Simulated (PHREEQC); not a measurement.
Make-up at 70 °C: 0.037 mol/kgw HF, 0.00087 mol/kgw NaF, 0.00012 mol/kgw (NH4)2SiF6 and 4.6e-05 mol/kgw H3PO4. Closed to the air; pH follows from the charge balance.

Equilibrium calculation in PHREEQC: ion-association model, wateq4f.dat.

Each row changes one thing in this solution. No solid was allowed to form.

```csv
case,pH,ionic strength (mol/kgw),HF (mol/kgw),F- (mol/kgw),HF2- (mol/kgw),H2F2 (mol/kgw),SI of Quartz (SiO2)
as made,2.54,0.00430,0.0325,0.00342,0.000487,0.000479,-4.09
0.0013 mol/kgw NaCl added,2.54,0.00562,0.0325,0.00345,0.000490,___,-4.10
(NH4)2SiF6 from 0.00012 to 0.000108 mol/kgw,2.54,0.00426,0.0325,0.00342,0.000487,0.000479,___
HF replaced by HBF4 at the same molality,1.56,0.0330,0.0209,___,2.38e-5,0.000198,-1.26
diluted 10-fold with water,___,0.000990,0.00285,___,1.22e-5,3.68e-6,-1.52
```

### Question
Fill in the missing entries.

### Answer

- 0.0013 mol/kgw NaCl added, H2F2 (mol/kgw): 0.000478
- (NH4)2SiF6 from 0.00012 to 0.000108 mol/kgw, SI of Quartz (SiO2): -4.14
- HF replaced by HBF4 at the same molality, F- (mol/kgw): 0.000259
- diluted 10-fold with water, pH: 3.07
- diluted 10-fold with water, F- (mol/kgw): 0.000973

Species that the database lacks are ignored. H3PO4, which wateq4f.dat lacks, is added to it with the constant of phreeqc.dat. At this temperature some constants are extrapolated from 25 °C, and those without enthalpy data are left unchanged. SiF6-2 is the database's only silicon fluoride.
